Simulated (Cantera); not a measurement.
Charge: 1 mol SiCl₄, 3.5 mol H₂, held at 75.0 Torr.

Cantera equilibrium calculation (NASA polynomials, part measured and part estimated; ideal gas, pure solids and liquids). Candidate condensed phases: Si; 19 gas species. The tables' values for SiCl₃ are old estimates; treat these amounts as uncertain. Kinetics and transport are ignored.

x: gas mole fraction; nothing condenses.

```tsv
T (K)	x H₂	x SiCl₄	x HCl	x SiHCl₃	x SiCl₃	x SiCl₂	x SiH₂Cl₂
825	0.764	0.208	0.0141	0.0139	5.69e-5	1.37e-6	7.85e-5
875	0.759	0.204	…	…	0.000182	…	…
925	0.754	0.199	0.0239	0.0228	0.000508	5.16e-5	0.000256
975	0.748	0.193	…	…	0.00126	…	…
1025	0.741	0.186	0.0374	0.0317	0.00277	0.000861	0.000599
1075	0.732	0.178	0.0468	0.0345	0.00544	0.00264	0.000785
1125	0.721	0.168	0.0597	0.0352	0.00948	0.00660	0.000905
```

Problem. Complete the blanks.

Solution. 
- 875, x HCl: 0.0186
- 875, x SiHCl₃: 0.0181
- 875, x SiCl₂: 9.40e-6
- 875, x SiH₂Cl₂: 0.000148
- 975, x HCl: 0.0300
- 975, x SiHCl₃: 0.0275
- 975, x SiCl₂: 0.000232
- 975, x SiH₂Cl₂: 0.000410
